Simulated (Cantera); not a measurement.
A Cantera script and what it prints.

```python
import numpy as np
import cantera as ct

gas_names = """
    B BH BH2 BH3 BN B2 H H2 N NH NH2 NH3 N2 N2H2 N2H4
""".split()
cond_names = """
    B(b) B(L) BN(s)
""".split()


def load(file, names, dense=False):
    # The tables refer to 1 bar. Condensed volumes are neglected.
    table = {s.name: s for s in ct.Species.list_from_file(file)}
    out = []
    for n in names:
        d = dict(table[n].input_data)
        d["thermo"] = dict(d["thermo"], **{"reference-pressure": 1e5})
        if dense:
            d["equation-of-state"] = {"model": "constant-volume", "density": "1e6 g/cm^3"}
        out.append(ct.Species.from_dict(d))
    return out


gas = ct.Solution(thermo="ideal-gas", species=load("nasa_gas.yaml", gas_names))
cond = {s.name: ct.Solution(thermo="fixed-stoichiometry", species=[s], name=s.name)
        for s in load("nasa_condensed.yaml", cond_names, dense=True)}
atoms = {
    'B2H6': {'B': 2, 'H': 6},
    'NH3': {'N': 1, 'H': 3},
    'N2': {'N': 2},
}
top_T = {'BN(s)': 3200}  # K; cautious upper limits of use, not melting points


def equilibrate(T, P, feed):
    n = {}
    for name, mol in feed.items():
        for a, k in atoms[name].items():
            n[a] = n.get(a, 0.0) + k * mol
    gas.TPX = T, P, n
    mass = sum(n.values()) * gas.mean_molecular_weight
    gas.equilibrate("TP")
    valid = [c for c in cond.values() if c.min_temp <= T <= top_T.get(c.name, c.max_temp)]
    mix = ct.Mixture([(gas, mass / gas.mean_molecular_weight)] + [(c, 0.0) for c in valid])
    mix.T, mix.P = T, P
    mix.equilibrate("TP", solver="vcs", rtol=1e-11, max_steps=5000)
    return mix


results = []
feed = {'B2H6': 1, 'NH3': 0.17, 'N2': 7.4}  # mol
for P in [10, 46, 220, 1000, 4600, 22000, 100000]:
    for T in [1173, 1273, 1373, 1473, 1573, 1673, 1773, 1873, 1973, 2073, 2173, 2273]:
        mix = equilibrate(T, P, feed)
        results.append((T, P, feed, dict(zip(mix.species_names, mix.species_moles))))

for T, P, feed, n in results:
    print(f"{T:7g} {P:10.4g}  " + (" + ".join(c for c in cond_names if n.get(c, 0) > 1e-12) or "gas only"))
```

Output:

```
   1173         10  BN(s)
   1273         10  BN(s)
   1373         10  BN(s)
   1473         10  BN(s)
   1573         10  BN(s)
   1673         10  BN(s)
   1773         10  BN(s)
   1873         10  BN(s)
   1973         10  B(b)
   2073         10  B(b)
   2173         10  B(b)
   2273         10  B(b)
   1173         46  BN(s)
   1273         46  BN(s)
   1373         46  BN(s)
   1473         46  BN(s)
   1573         46  BN(s)
   1673         46  BN(s)
   1773         46  BN(s)
   1873         46  BN(s)
   1973         46  BN(s)
   2073         46  B(b)
   2173         46  B(b)
   2273         46  B(b)
   1173        220  BN(s)
   1273        220  BN(s)
   1373        220  BN(s)
   1473        220  BN(s)
   1573        220  BN(s)
   1673        220  BN(s)
   1773        220  BN(s)
   1873        220  BN(s)
   1973        220  BN(s)
   2073        220  BN(s)
   2173        220  BN(s)
   2273        220  B(b)
   1173       1000  BN(s)
   1273       1000  BN(s)
   1373       1000  BN(s)
   1473       1000  BN(s)
   1573       1000  BN(s)
   1673       1000  BN(s)
   1773       1000  BN(s)
   1873       1000  BN(s)
   1973       1000  BN(s)
   2073       1000  BN(s)
   2173       1000  BN(s)
   2273       1000  BN(s)
   1173       4600  BN(s)
   1273       4600  BN(s)
   1373       4600  BN(s)
   1473       4600  BN(s)
   1573       4600  BN(s)
   1673       4600  BN(s)
   1773       4600  BN(s)
   1873       4600  BN(s)
   1973       4600  BN(s)
   2073       4600  BN(s)
   2173       4600  BN(s)
   2273       4600  BN(s)
   1173    2.2e+04  BN(s)
   1273    2.2e+04  BN(s)
   1373    2.2e+04  BN(s)
   1473    2.2e+04  BN(s)
   1573    2.2e+04  BN(s)
   1673    2.2e+04  BN(s)
   1773    2.2e+04  BN(s)
   1873    2.2e+04  BN(s)
   1973    2.2e+04  BN(s)
   2073    2.2e+04  BN(s)
   2173    2.2e+04  BN(s)
   2273    2.2e+04  BN(s)
   1173      1e+05  BN(s)
   1273      1e+05  BN(s)
   1373      1e+05  BN(s)
   1473      1e+05  BN(s)
   1573      1e+05  BN(s)
   1673      1e+05  BN(s)
   1773      1e+05  BN(s)
   1873      1e+05  BN(s)
   1973      1e+05  BN(s)
   2073      1e+05  BN(s)
   2173      1e+05  BN(s)
   2273      1e+05  BN(s)
```

Equilibrium computed with Cantera from the NASA thermochemical tables; the gas is ideal and each condensed phase is pure. The feed counts by its element totals alone.
